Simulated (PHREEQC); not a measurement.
NaOH is added in steps, without added water, to 1 kg of water holding 0.024 mol/kgw NaHSO4 and 0.00034 mol/kgw Na2B4O7, at 25 °C. Oxygen alone is held at its pressure in air (log pO2 = -0.68). CO2 from the air is kept out. The run lets Mirabilite precipitate or redissolve, and no other solid.

Base run: PHREEQC, ion-association model, wateq4f.dat. Each further column changes one thing. The table gives pH.

```json
[
 {"NaOH added (mol)": "0", "base": "1.92", "0.0059 mol/kgw Na2CO3 added": "…", "Na2B4O7 replaced by Cu(BF4)2 at the same molality": "1.91", "no solid may form": "1.92"},
 {"NaOH added (mol)": "0.002025", "base": "1.96", "0.0059 mol/kgw Na2CO3 added": "…", "Na2B4O7 replaced by Cu(BF4)2 at the same molality": "1.96", "no solid may form": "1.96"},
 {"NaOH added (mol)": "0.004725", "base": "2.03", "0.0059 mol/kgw Na2CO3 added": "2.51", "Na2B4O7 replaced by Cu(BF4)2 at the same molality": "2.02", "no solid may form": "2.03"},
 {"NaOH added (mol)": "0.00675", "base": "2.09", "0.0059 mol/kgw Na2CO3 added": "2.67", "Na2B4O7 replaced by Cu(BF4)2 at the same molality": "2.08", "no solid may form": "2.09"},
 {"NaOH added (mol)": "0.008775", "base": "2.15", "0.0059 mol/kgw Na2CO3 added": "…", "Na2B4O7 replaced by Cu(BF4)2 at the same molality": "2.14", "no solid may form": "2.15"},
 {"NaOH added (mol)": "0.01148", "base": "2.25", "0.0059 mol/kgw Na2CO3 added": "4.31", "Na2B4O7 replaced by Cu(BF4)2 at the same molality": "2.23", "no solid may form": "2.25"},
 {"NaOH added (mol)": "0.0135", "base": "2.34", "0.0059 mol/kgw Na2CO3 added": "…", "Na2B4O7 replaced by Cu(BF4)2 at the same molality": "…", "no solid may form": "2.34"},
 {"NaOH added (mol)": "0.01553", "base": "2.44", "0.0059 mol/kgw Na2CO3 added": "6.57", "Na2B4O7 replaced by Cu(BF4)2 at the same molality": "2.41", "no solid may form": "2.44"},
 {"NaOH added (mol)": "0.01823", "base": "2.64", "0.0059 mol/kgw Na2CO3 added": "8.77", "Na2B4O7 replaced by Cu(BF4)2 at the same molality": "2.58", "no solid may form": "2.64"},
 {"NaOH added (mol)": "0.02025", "base": "2.87", "0.0059 mol/kgw Na2CO3 added": "9.54", "Na2B4O7 replaced by Cu(BF4)2 at the same molality": "2.75", "no solid may form": "2.87"},
 {"NaOH added (mol)": "0.02227", "base": "3.34", "0.0059 mol/kgw Na2CO3 added": "…", "Na2B4O7 replaced by Cu(BF4)2 at the same molality": "3.00", "no solid may form": "3.34"},
 {"NaOH added (mol)": "0.02498", "base": "10.45", "0.0059 mol/kgw Na2CO3 added": "10.85", "Na2B4O7 replaced by Cu(BF4)2 at the same molality": "3.67", "no solid may form": "10.45"},
 {"NaOH added (mol)": "0.027", "base": "11.26", "0.0059 mol/kgw Na2CO3 added": "…", "Na2B4O7 replaced by Cu(BF4)2 at the same molality": "8.94", "no solid may form": "11.26"}
]
```

Question: Complete the blanks.

Answer: 
- 0, 0.0059 mol/kgw Na2CO3 added: 2.26
- 0.002025, 0.0059 mol/kgw Na2CO3 added: 2.35
- 0.008775, 0.0059 mol/kgw Na2CO3 added: 2.91
- 0.0135, 0.0059 mol/kgw Na2CO3 added: 5.95
- 0.0135, Na2B4O7 replaced by Cu(BF4)2 at the same molality: 2.31
- 0.02227, 0.0059 mol/kgw Na2CO3 added: 10.06
- 0.027, 0.0059 mol/kgw Na2CO3 added: 11.30

 Real BF4- forms and hydrolyses slowly; the run takes it at equilibrium. The database's constant for dissolved Cu(OH)2 is higher than later reviews accept. Solids allowed in the column '0.0059 mol/kgw Na2CO3 added': Mirabilite, Nahcolite, Natron. Solids allowed in the column 'Na2B4O7 replaced by Cu(BF4)2 at the same molality': Cu(OH)2, Brochantite, Antlerite, Mirabilite, Chalcanthite, CuF2:2H2O.
